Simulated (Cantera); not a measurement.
Charge: 1 mol Si2Cl6, 0.011 mol Cl2, 280 mol N2, at 1798 K and 2.30 mbar.

Method: chemical equilibrium by Gibbs-energy minimisation in Cantera with the NASA 1993 tables (ideal gas, pure condensed phases). Candidate condensed phases: Si, Si3N4; 13 gas species. The feed counts by its element totals alone. The tables' values for SiCl3, SiCl are old estimates; treat these amounts as uncertain. Equilibrium is a limit: real reactors are often held back by kinetics, nucleation or transport.

Base state: N2 0.986, Cl 0.00691, SiCl2 0.00682, SiCl3 0.000205, SiCl 1.01e-5 (mole fractions); condensed: gas only.

Problem. What changes in the equilibrium state with this change: temperature from 1798 K to 950 K?

Solution. 
| species | before | after |
|---|---|---|
| N2 | 0.986 | 0.995 |
| SiCl4 | 9.94e-6 | 0.00535 |
| SiCl3 | 0.000205 | 7.87e-6 |
| Cl | 0.00691 | 6.34e-9 |
| SiCl2 | 0.00682 | 3.87e-7 |
| SiCl | 1.01e-5 | <1e-9 |
| Si3N4(s), mol | 0 | 0.165 |
N2 is the only nitrogen source here; it is nearly inert below about 1500 K, so the nitride shown seldom forms there in practice.
